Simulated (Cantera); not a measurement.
# NO annealing gas

An isothermal, constant-pressure homogeneous reactor starts with 85.5 % NO, 14.5 % N2, at 1723 K and 0.133 bar.

Computed with Cantera and GRI-Mech 3.0 (53 species, 325 reactions).

```tsv
t (s)	x NO	x N2	x O2	x O	x NO2
1.00e-5	0.855	0.145	2.00e-11	1.08e-7	1.17e-9
4.30e-5	0.855	0.145	3.61e-10	4.50e-7	2.11e-8
0.000185	0.855	0.145	6.17e-9	1.68e-6	3.50e-7
0.000794	0.855	0.145	9.85e-8	4.39e-6	4.40e-6
0.00341	0.855	0.145	1.83e-6	7.30e-6	3.01e-5
0.0147	0.854	0.145	4.32e-5	1.30e-5	0.000109
0.0630	0.853	0.146	0.000503	1.71e-5	0.000159
0.271	0.849	0.148	0.00284	1.93e-5	0.000184
1.16	0.829	0.158	0.0128	2.51e-5	0.000255
5.00	0.750	0.197	0.0519	4.02e-5	0.000408
```
x: mole fraction; the columns are a selection and need not sum to one.

Equilibrium at this temperature and pressure: NO 0.00385, N2 0.571, O2 0.425, O 0.000102, NO2 5.92e-6 (gas phase only).
